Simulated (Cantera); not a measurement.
Feed: 1 mol borazine, 1.9 mol H2O, 0.22 mol N2, equilibrated at 1648 K and 74.0 Pa.

Equilibrium computed with Cantera from the NASA thermochemical tables; the gas is ideal and each condensed phase is pure. Candidate condensed phases: B, BN, B2O3, B3O3H3, H2O; 39 gas species. The feed counts by its element totals alone. The numbers say what is thermodynamically allowed, not how fast it happens.

Base state: H2 0.686, N2 0.150, HBO 0.0706, B2O2 0.0376, B2O3 0.0376, HBO2 0.00861, BO 0.00595, H 0.00271 (mole fractions); condensed: BN(s).

Problem. What changes in the equilibrium state with this change: borazine replaced by B?

Solution. 
```tsv
species	before	after
H2	0.686	0.566
HBO2	0.00861	0.231
N2	0.150	0.0838
H2O	0.000105	0.0393
B2O2	0.0376	0.000160
HBO	0.0706	0.00418
B2O3	0.0376	0.0726
BO2	1.87e-6	5.52e-5
BO	0.00595	0.000388
H	0.00271	0.00246
BN(s), mol	1.41	0
```

Problem. What changes in the equilibrium state with this change: H2O from 1.9 to 0.74 mol?

Solution. 
```json
[
 {"species": "H2", "before": "0.686", "after": "0.776"},
 {"species": "N2", "before": "0.150", "after": "0.118"},
 {"species": "HBO", "before": "0.0706", "after": "0.0574"},
 {"species": "B2O3", "before": "0.0376", "after": "0.0149"},
 {"species": "B2O2", "before": "0.0376", "after": "0.0220"},
 {"species": "HBO2", "before": "0.00861", "after": "0.00473"},
 {"species": "H2O", "before": "0.000105", "after": "8.04e-5"},
 {"species": "BO", "before": "0.00595", "after": "0.00455"},
 {"species": "H", "before": "0.00271", "after": "0.00288"},
 {"species": "BN(s), mol", "before": "1.41", "after": "2.35"}
]
```

Problem. What changes in the equilibrium state with this change: temperature from 1648 K to 1873 K?

Solution. 
```json
[
 {"species": "H2", "before": "0.686", "after": "0.617"},
 {"species": "N2", "before": "0.150", "after": "0.160"},
 {"species": "HBO", "before": "0.0706", "after": "0.0991"},
 {"species": "BO", "before": "0.00595", "after": "0.0493"},
 {"species": "B2O3", "before": "0.0376", "after": "0.00202"},
 {"species": "H", "before": "0.00271", "after": "0.0186"},
 {"species": "B2O2", "before": "0.0376", "after": "0.0532"},
 {"species": "B2O", "before": "1.22e-6", "after": "0.000186"},
 {"species": "BH2", "before": "1.15e-6", "after": "4.79e-5"},
 {"species": "HBO2", "before": "0.00861", "after": "0.000516"},
 {"species": "BN(s), mol", "before": "1.41", "after": "1.12"}
]
```
The tables' values for BH2 are old estimates; treat these amounts as uncertain.
